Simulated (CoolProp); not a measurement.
The numbers come from the reference Helmholtz-energy equation of state, Lemmon 2005 in CoolProp.

**Question.** For R125, give the phase and the cp (kJ/(kg K)), cv (kJ/(kg K)), Joule-Thomson coefficient (K/MPa), viscosity (µPa s) at 138.55 °C and 136 bar.

**Answer.** 
- 138.55 °C and 136 bar: supercritical; cp 1.46, cv 0.955, Joule-Thomson coefficient 1.54, viscosity 57.3

Viscosity comes from a separate model (Huber 2006).
